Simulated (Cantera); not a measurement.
Mixture: 6.55 % CH₄, 14.2 % O₂, 66.8 % N₂, 12.4 % H₂O, at 24000 Torr, adiabatic and at constant volume. Ignition delay is the time to a rise of 400 K.

Computed with Cantera and GRI-Mech 3.0 (53 species, 325 reactions). The pressure lies above the range GRI-Mech 3.0 was tuned for (to about 10 atm).

Question: At T0 = 1525 K, what is the delay, and which 5 reactions control it most (d ln τ / d ln k, from doubling and halving each rate constant)?

Answer: The delay is 64.9 µs.
```tsv
reaction	d ln τ / d ln k	faster rate
2 CH3 (+M) <=> C2H6 (+M)	0.45	lengthens it
CH3 + O2 <=> CH3O + O	-0.43	shortens it
CH3 + HO2 <=> CH3O + OH	-0.32	shortens it
CH4 + H <=> CH3 + H2	0.22	lengthens it
CH3 + O2 <=> CH2O + OH	-0.19	shortens it
```
